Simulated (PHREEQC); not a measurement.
0.39 g of hydrous ferric oxide (600 m²/g; 0.2 weak and 0.005 strong sites per Fe, Dzombak-Morel constants, diffuse double layer) in 1 kg of water with 0.3 mol/kgw of an inert sodium salt and 2.2 mmol/kgw ZnSO4, at 25 °C; the pH is set by adding NaOH or the inert anion's acid. O2 is buffered at 0.21 atm. CO2 from the air is kept out. Precipitation was switched off in this run.

Base run: PHREEQC, ion-association model, wateq4f.dat. Each further column changes one thing. The table gives S sorbed (%).

```csv
pH,base,no electrostatic term (-no_edl),background salt from 0.3 to 0.03 mol/kgw,oxide from 0.39 to 2 g/kgw,0.0006 mol/kgw SrCl2 added
4,12.4,0.0,17.6,56.8,12.4
4.5,12.0,0.0,17.1,55.0,12.0
5,11.1,0.0,16.0,50.5,11.1
6,7.0,0.0,11.1,32.2,6.9
6.5,5.6,0.0,9.7,24.2,5.6
7,5.4,0.0,9.6,19.0,5.3
7.5,4.6,0.0,9.1,13.1,4.6
8,3.1,0.0,7.6,6.3,3.1
9,0.5,0.0,1.8,0.4,0.5
9.5,0.1,0.0,0.3,0.1,0.1
10,0.0,0.0,0.0,0.0,0.0
```

In at least one series the solution becomes supersaturated in solids that the run did not let form, among them Zn(OH)2-a, Zn4(OH)6SO4.
